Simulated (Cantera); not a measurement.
## Pyrogenic steam for wet oxidation

An isothermal, constant-pressure homogeneous reactor starts with 7.89 % H₂, 4.39 % O₂, 87.7 % N₂, at 1098 K and 203 Torr.

Detailed kinetics in Cantera: GRI-Mech 3.0 (53 species, 325 reactions). The temperature is held fixed by assumption; the heat of reaction is taken as removed at once.

```
t (s)         x H₂     x O₂     x H₂O     x HO₂      x OH    x N₂O     x NO
--------  --------  -------  --------  --------  --------  -------  -------
5.00e-6     0.0789   0.0439    <1e-12  3.92e-11    <1e-12   <1e-12   <1e-12
1.92e-5     0.0789   0.0439  1.90e-11  1.52e-10  6.04e-12   <1e-12   <1e-12
7.34e-5     0.0789   0.0439  5.61e-10  6.21e-10  5.02e-11   <1e-12   <1e-12
0.000281    0.0789   0.0439   6.66e-8   7.43e-9   3.07e-9   <1e-12   <1e-12
0.00108     0.0324   0.0247    0.0350   4.79e-6   0.00105  4.71e-9  3.11e-7
0.00413    0.00302  0.00642    0.0774   1.61e-6  0.000370  1.58e-8  4.19e-6
0.0158    0.000444  0.00476    0.0816   1.01e-6  0.000109  2.36e-8  4.31e-6
0.0606     3.74e-5  0.00457    0.0821   3.29e-7   2.87e-5  3.01e-8  4.30e-6
0.232      2.79e-6  0.00456    0.0822   3.61e-8   8.62e-6  3.26e-8  4.28e-6
0.889      2.95e-7  0.00456    0.0822   4.48e-9   3.17e-6  3.35e-8  4.29e-6
3.41       5.05e-8  0.00456    0.0822  8.46e-10   1.39e-6  3.30e-8  4.30e-6
13.1       1.17e-8  0.00456    0.0822  2.41e-10   6.83e-7  2.93e-8  4.31e-6
50.0       4.09e-9  0.00456    0.0822  1.47e-10   3.92e-7  1.80e-8  4.31e-6
```
x: mole fraction; the columns are a selection and need not sum to one.

Equilibrium at this temperature and pressure: H₂ 2.96e-9, O₂ 0.00456, H₂O 0.0822, HO₂ 1.44e-10, OH 3.19e-7, N₂O 5.60e-10, NO 1.33e-5 (gas phase only).
